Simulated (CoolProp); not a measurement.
The fluid at 298.15 K and 0.299 MPa is compressed adiabatically to 0.572 MPa with isentropic efficiency 1. The same conditions are run with several fluids, on thermodynamics alone (safety and materials aside).

The numbers come from the reference Helmholtz-energy equation of state of each fluid (R134a: Tillner-Roth 1994; oxygen: Schmidt 1985; R143a: Lemmon and Jacobsen 2000; carbon dioxide: Span 1996; nitrous oxide: Lemmon 2006) in CoolProp.

| fluid | work (kJ/kg) | final temperature (K) | final density (kg/m³) |
|---|---|---|---|
| R134a | 15.1 | 319.9 | 24.3 |
| oxygen | 55.1 | … | 6.15 |
| R143a | … | 321.0 | 19.5 |
| carbon dioxide | 38.7 | 344.1 | 8.96 |
| nitrous oxide | … | 342.5 | … |

Question: Fill in the missing entries.

Answer: 
- oxygen, final temperature (K): 358.0
- R143a, work (kJ/kg): 18.6
- nitrous oxide, work (kJ/kg): 38.5
- nitrous oxide, final density (kg/m³): 9.02

Above 300 K oxygen's equation is extrapolated.
